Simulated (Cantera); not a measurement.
## Carbothermic reduction: Fe2O3 + CH4 + N2

A closed system holds: 1 mol Fe2O3, a varied amount of CH4, 0.93 mol N2, equilibrated at 2327 °C and 0.430 bar.

Method: chemical equilibrium by Gibbs-energy minimisation in Cantera with the NASA 1993 tables (ideal gas, pure condensed phases). Candidate condensed phases: C, C6H6, C7H8, C8H18, Fe, Fe(CO)5, FeO, Fe(OH)2, Fe(OH)3, Fe2O3, Fe3O4, H2O; 140 gas species. Each liquid is taken as pure. Mutual solubility and eutectic melting of coexisting phases are not modelled. The tables' stoichiometric FeO is somewhat more stable than real wüstite, so its field is too wide. FeO: taken at fixed stoichiometry. Rates play no part.

```
n(CH4) (mol)   x H2   x N2   x CO  x H2O    x Fe     x H   x CO2  n FeO(l)  n Fe(l)
------------  -----  -----  -----  -----  ------  ------  ------  --------  -------
0.5           0.161  0.354  0.159  0.204  0.0541  0.0235  0.0311      1.85        0
0.63          0.211  0.295  0.178  0.172  0.0839  0.0269  0.0224      1.72        0
0.79          0.249  0.243  0.189  0.148   0.115  0.0292  0.0174      1.54        0
1             0.274  0.199  0.199  0.135   0.139  0.0307  0.0151      1.25   0.0766
1.3           0.290  0.161  0.210  0.143   0.139  0.0315  0.0160     0.730    0.445
1.6           0.301  0.136  0.218  0.149   0.139  0.0321  0.0166     0.208    0.814
2             0.361  0.113  0.232  0.105   0.139  0.0351  0.0105         0    0.834
```
x: gas mole fraction; n: condensed amount in mol.

From 0.5 mol CH4 to 0.79 mol CH4 the condensed part is FeO(l). From 1 mol CH4 to 1.6 mol CH4 the condensed part is Fe(l) + FeO(l). At 2 mol CH4 the condensed part is Fe(l). The main Fe-bearing gas is Fe throughout. The share of Fe in condensed phases is highest at 0.5 mol CH4 (92.3 %) and lowest at 2 mol CH4 (41.7 %).
